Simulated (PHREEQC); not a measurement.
# City or well water: an equilibrium model

Model water analysis in mg/L, 25 °C, pH 6.27, pe 10.9:

| constituent | mg/L |
|---|---|
| Na | 120 |
| K | 88.1 |
| Ca | 37.9 |
| Mg | 43 |
| Cl | 368 |
| S(6) as SO4 | 11.4 |
| Alkalinity as HCO3 | 161 |
| Cu(2) | 0.28 |
| O(0) (dissolved oxygen) | 3.55 |
| Ba | 0.323 |
| Ni | 0.743 |
| B | 0.0377 |
| Si as SiO2 | 0.319 |

Na is adjusted to close the charge balance.
Valence states are taken as typed.

The numbers come from PHREEQC with the ion-association model, wateq4f.dat.

```yaml
ionic_strength: 0.0159 mol/kgw
```

```json
[
 {"species": "Cl-", "molality": "0.0104", "activity": "0.00913", "log γ": "-0.056"},
 {"species": "Na+", "molality": "0.00553", "activity": "0.00489", "log γ": "-0.054"},
 {"species": "CO2", "molality": "0.00274", "activity": "0.00275", "log γ": "0.002"},
 {"species": "HCO3-", "molality": "0.00257", "activity": "0.00227", "log γ": "-0.053"},
 {"species": "K+", "molality": "0.00225", "activity": "0.00198", "log γ": "-0.056"},
 {"species": "Mg+2", "molality": "0.00172", "activity": "0.00107", "log γ": "-0.206"},
 {"species": "Ca+2", "molality": "0.000921", "activity": "0.000567", "log γ": "-0.210"},
 {"species": "O2", "molality": "0.000111", "activity": "0.000111", "log γ": "0.002"},
 {"species": "SO4-2", "molality": "9.51e-5", "activity": "5.81e-5", "log γ": "-0.214"},
 {"species": "MgHCO3+", "molality": "3.24e-5", "activity": "2.85e-5", "log γ": "-0.055"}
]
```

This is a speciation only: nothing precipitates in the calculation. The database's nickel carbonate constants are estimates that later reviews lower a good deal.
